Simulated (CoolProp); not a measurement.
Nitrogen at 172.73 K and 0.784 MPa flows at 6.3 m/s in a round tube of 4.6 mm bore and 15 µm roughness, fully developed (64/Re and Nu = 3.66 if laminar; Colebrook and Gnielinski if turbulent). Each further row changes one setting.

Values from CoolProp's reference Helmholtz-energy equation of state, Span 2000.

```csv
case,Reynolds number,Darcy friction factor,pressure drop (Pa/m),heat-transfer coefficient (W/(m² K)),mass flow (kg/h)
as stated,39300,0.0297,2020,447,5.93
velocity 12.6 m/s,78700,0.0283,7700,862,11.9
diameter 9.2 mm,78700,0.0246,834,370,23.7
```

Viscosity comes from a separate model (Lemmon 2004). Thermal conductivity comes from a separate model (Lemmon 2004).
